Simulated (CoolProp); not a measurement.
Computed with CoolProp (reference Helmholtz-energy equation of state, de Reuck 1990).

**Question.** Give the vapour pressure (MPa), liquid density (kg/m³), vapour density (kg/m³), enthalpy of vaporisation (kJ/kg) of saturated fluorine at 73.8 K.

**Answer.** 
```
T (K)  p (MPa)  liquid density (kg/m³)  vapour density (kg/m³)  enthalpy of vaporisation (kJ/kg)
-----  -------  ----------------------  ----------------------  --------------------------------
73.8    0.0225                    1580                    1.41                               184
```
